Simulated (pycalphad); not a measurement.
## Effect of B content in Ti-Hf-B

Computed with pycalphad from the COST 507 light-alloy database (1999), at 1 atm. The data set is of 1999 and partly superseded. Phase fractions are per mole of atoms. Diffusion is slow at the low end, where real alloys seldom reach equilibrium.

| alloy | liquidus (K) | first solid | solidus (K) | phases at 650 K |
|---|---|---|---|---|
| Ti-9.9Hf-2.95B (at.%) | 1872 | BCC_A2 | 1817 | HCP_A3 0.94, BM 0.06 |
| Ti-9.9Hf-5.9B (at.%) | 1832 | BCC_A2 | 1817 | HCP_A3 0.88, BM 0.12 |
| Ti-9.9Hf-8.85B (at.%) | 1847 | BM | 1818 | HCP_A3 0.82, BM 0.18 |
| Ti-9.9Hf-11.8B (at.%) | 1887 | BM | 1818 | HCP_A3 0.76, BM 0.24 |

Database names, with the compositions (at.%) that they take in these runs: BM: Ti 48-50 B 50 Hf 0-2. BCC_A2 is bcc; HCP_A3 is hcp.
